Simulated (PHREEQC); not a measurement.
3.6 g of hydrous ferric oxide (600 m²/g; 0.2 weak and 0.005 strong sites per Fe, Dzombak-Morel constants, diffuse double layer) in 1 kg of water with 0.005 mol/kgw of an inert sodium salt and 0.00066 mol/kgw Na2HAsO4, at 25 °C; the pH is set by adding NaOH or the inert anion's acid. O2 is buffered at 0.21 atm. The system is closed to CO2. No solid was allowed to form.

The series has 13 steps of pH, from 4 to 10.

Model: ion-association model, wateq4f.dat, run in PHREEQC.

At which pH does the surface charge pass through zero?

Near pH 7.7.

Species that the database lacks are ignored.
